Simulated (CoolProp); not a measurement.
A Linde-Hampson liquefier for dry air: isothermal reversible compression at 290 K from 1 atm to 15 MPa, throttling to 1 atm, return gas leaving the recuperator 2 K below the feed. Each further row changes one setting.

The numbers come from the reference Helmholtz-energy equation of state, Lemmon 2000 in CoolProp. It is a pseudo-pure fit of the blend.

```json
[
 {"case": "as stated", "liquid yield per pass": "0.069", "compression work (kJ/kg of gas)": "413"},
 {"case": "high pressure 30 MPa", "liquid yield per pass": "0.105", "compression work (kJ/kg of gas)": "473"},
 {"case": "warm-end temperature 320 K", "liquid yield per pass": "0.050", "compression work (kJ/kg of gas)": "459"},
 {"case": "warm-end gap 7 K", "liquid yield per pass": "0.057", "compression work (kJ/kg of gas)": "413"}
]
```
